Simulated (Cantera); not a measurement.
An adiabatic, constant-volume homogeneous reactor starts with H₂ : O₂ : N₂ : H₂O = 1 : 1.22 : 4.59 : 0.37 (molar parts), equivalence ratio 0.41, at 1575 K and 26.0 bar. Integrator tolerance rtol = 1e-08.

Detailed kinetics in Cantera: the H2/O2 subset of GRI-Mech 3.0, which has no nitrogen chemistry. The hydrogen kinetics of GRI-Mech 3.0 are dated; newer H2 mechanisms differ, most at raised pressure. The pressure lies above the range GRI-Mech 3.0 was tuned for (to about 10 atm).

**Question.** What does this change do: initial temperature 1575 to 1400 K?

**Answer.** 
```
quantity                                                            before                                      after
---------------------------------  ---------------------------------------  -----------------------------------------
time of steepest temperature rise                                 0.866 µs                                    8.65 µs
temperature at 1.00 s                                               2662 K                                     2533 K
equilibrium temperature                                             2662 K                                     2533 K
x(H₂) at 1.00 s                    0.00119 (gas-phase equilibrium 0.00119)  0.000651 (gas-phase equilibrium 0.000651)
x(O₂) at 1.00 s                        0.104 (gas-phase equilibrium 0.104)        0.106 (gas-phase equilibrium 0.106)
x(H₂O) at 1.00 s                       0.197 (gas-phase equilibrium 0.197)        0.200 (gas-phase equilibrium 0.200)
x(H₂O₂) at 1.00 s                  4.00e-6 (gas-phase equilibrium 4.00e-6)    3.25e-6 (gas-phase equilibrium 3.25e-6)
x(O) at 1.00 s                     0.00155 (gas-phase equilibrium 0.00155)  0.000839 (gas-phase equilibrium 0.000839)
x(HO₂) at 1.00 s                   4.47e-5 (gas-phase equilibrium 4.47e-5)    3.38e-5 (gas-phase equilibrium 3.38e-5)
```

**Question.** What does this change do: initial temperature 1575 to 1275 K?

**Answer.** 
```csv
quantity,before,after
time of steepest temperature rise,0.866 µs,65.2 µs
temperature at 1.00 s,2662 K,2437 K
equilibrium temperature,2662 K,2437 K
x(H₂) at 1.00 s,0.00119 (gas-phase equilibrium 0.00119),0.000399 (gas-phase equilibrium 0.000399)
x(O₂) at 1.00 s,0.104 (gas-phase equilibrium 0.104),0.106 (gas-phase equilibrium 0.106)
x(H₂O) at 1.00 s,0.197 (gas-phase equilibrium 0.197),0.202 (gas-phase equilibrium 0.202)
x(H₂O₂) at 1.00 s,4.00e-6 (gas-phase equilibrium 4.00e-6),2.74e-6 (gas-phase equilibrium 2.74e-6)
x(O) at 1.00 s,0.00155 (gas-phase equilibrium 0.00155),0.000508 (gas-phase equilibrium 0.000508)
x(HO₂) at 1.00 s,4.47e-5 (gas-phase equilibrium 4.47e-5),2.69e-5 (gas-phase equilibrium 2.69e-5)
```

**Question.** What does this change do: initial temperature 1575 to 1100 K?

**Answer.** 
| quantity | before | after |
|---|---|---|
| time of steepest temperature rise | 0.866 µs | 1.16 ms |
| temperature at 1.00 s | 2662 K | 2300 K |
| equilibrium temperature | 2662 K | 2300 K |
| x(H₂) at 1.00 s | 0.00119 (gas-phase equilibrium 0.00119) | 0.000183 (gas-phase equilibrium 0.000183) |
| x(O₂) at 1.00 s | 0.104 (gas-phase equilibrium 0.104) | 0.107 (gas-phase equilibrium 0.107) |
| x(H₂O) at 1.00 s | 0.197 (gas-phase equilibrium 0.197) | 0.203 (gas-phase equilibrium 0.203) |
| x(H₂O₂) at 1.00 s | 4.00e-6 (gas-phase equilibrium 4.00e-6) | 2.09e-6 (gas-phase equilibrium 2.09e-6) |
| x(O) at 1.00 s | 0.00155 (gas-phase equilibrium 0.00155) | 0.000230 (gas-phase equilibrium 0.000230) |
| x(HO₂) at 1.00 s | 4.47e-5 (gas-phase equilibrium 4.47e-5) | 1.86e-5 (gas-phase equilibrium 1.86e-5) |
